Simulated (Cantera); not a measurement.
Input (Python, Cantera):

```python
import numpy as np
import cantera as ct

gas = ct.Solution("gri30.yaml")
gas.TPX = 1773, 13332, {'CH4': 1, 'N2': 4.7}
inlet = ct.Reservoir(gas, clone=True)

reactor = ct.IdealGasConstPressureReactor(gas, energy="off", clone=False)
exhaust = ct.Reservoir(gas, clone=True)
tau = [9.1, 3.9, 1.7, 0.72, 0.31, 0.13, 0.057, 0.024, 0.01, 0.0045, 0.0019][0]
for a, b in ((inlet, reactor), (reactor, exhaust)):
    ct.MassFlowController(a, b, mdot=lambda t: reactor.mass / tau)
net = ct.ReactorNet([reactor])
show = ['CH4', 'H2', 'C2H6', 'C2H4', 'H', 'CH2']

rows = []
print(f"{'tau/s':>10s}{'T/K':>9s}" + "".join(f"{s:>11s}" for s in show))
for tau in [9.1, 3.9, 1.7, 0.72, 0.31, 0.13, 0.057, 0.024, 0.01, 0.0045, 0.0019]:
    net.initial_time = 0.0
    net.advance(30 * tau)
    before = gas.X
    net.advance(40 * tau)
    drift = np.max(np.abs(gas.X - before) / (gas.X + 1e-9))
    rows.append([gas.T, *gas[show].X, drift])
    print(f"{tau:10.3e}{gas.T:9.1f}" + "".join(f"{x:11.3e}" for x in gas[show].X))
```

Result:

```
     tau/s      T/K        CH4         H2       C2H6       C2H4          H        CH2
 9.100e+00   1773.0  3.416e-03  2.192e-01  2.640e-07  6.554e-05  3.483e-04  1.871e-07
 3.900e+00   1773.0  5.342e-03  2.166e-01  6.166e-07  7.185e-05  3.346e-04  2.727e-07
 1.700e+00   1773.0  8.361e-03  2.127e-01  1.420e-06  8.754e-05  3.158e-04  3.874e-07
 7.200e-01   1773.0  1.339e-02  2.062e-01  3.354e-06  1.283e-04  2.904e-04  5.434e-07
 3.100e-01   1773.0  2.126e-02  1.959e-01  7.689e-06  2.265e-04  2.597e-04  7.363e-07
 1.300e-01   1773.0  3.386e-02  1.794e-01  1.754e-05  4.684e-04  2.229e-04  9.760e-07
 5.700e-02   1773.0  5.123e-02  1.565e-01  3.644e-05  9.749e-04  1.843e-04  1.237e-06
 2.400e-02   1773.0  7.544e-02  1.244e-01  7.211e-05  2.028e-03  1.409e-04  1.526e-06
 1.000e-02   1773.0  1.048e-01  8.510e-02  1.254e-04  3.750e-03  9.526e-05  1.772e-06
 4.500e-03   1773.0  1.332e-01  4.755e-02  1.678e-04  5.073e-03  5.413e-05  1.786e-06
 1.900e-03   1773.0  1.598e-01  1.511e-02  1.376e-04  3.473e-03  1.862e-05  1.246e-06
```

Cantera simulation using GRI-Mech 3.0 (53 species, 325 reactions); the numbers are that mechanism's predictions, not measurements. GRI-Mech 3.0 stops at C3 and has no aromatics, soot or wall deposition, so with more carbon than oxygen in the feed, carbon stays in small species such as C2H2 where larger ones or solid carbon would form.
